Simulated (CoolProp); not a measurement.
Properties of octamethylcyclotetrasiloxane (D4) along the isobar 9.02 bar.

Values from CoolProp's reference Helmholtz-energy equation of state, Thol 2015.

| T (K) | phase | density (kg/m³) | Joule-Thomson coefficient (K/MPa) | isothermal compressibility (1/MPa) | fugacity coefficient |
|---|---|---|---|---|---|
| 456.4 | liquid | 759.2 | -0.1034 | 0.007359 | 0.1349 |
| 468.8 | liquid | 741.5 | -0.05015 | 0.008749 | 0.1764 |
| 481.3 | liquid | 722.7 | 0.01603 | 0.01057 | 0.2263 |
| 493.7 | liquid | 703.1 | 0.09950 | 0.01301 | 0.2840 |
| 506.1 | liquid | 682.1 | 0.2097 | 0.01642 | 0.3500 |
| 518.6 | liquid | 659.0 | 0.3642 | 0.02151 | 0.4246 |
| 531 | liquid | 633.5 | 0.5937 | 0.02963 | 0.5060 |
| 543.5 | liquid | 603.5 | 0.9827 | 0.04469 | 0.5948 |
| 555.9 | liquid | 566.1 | 1.791 | 0.08022 | 0.6878 |
| 568.3 | gas | 88.96 | 21.38 | 2.137 | 0.7387 |
| 580.8 | gas | 80.73 | 16.60 | 1.821 | 0.7612 |
| 593.2 | gas | 74.94 | 13.78 | 1.654 | 0.7809 |
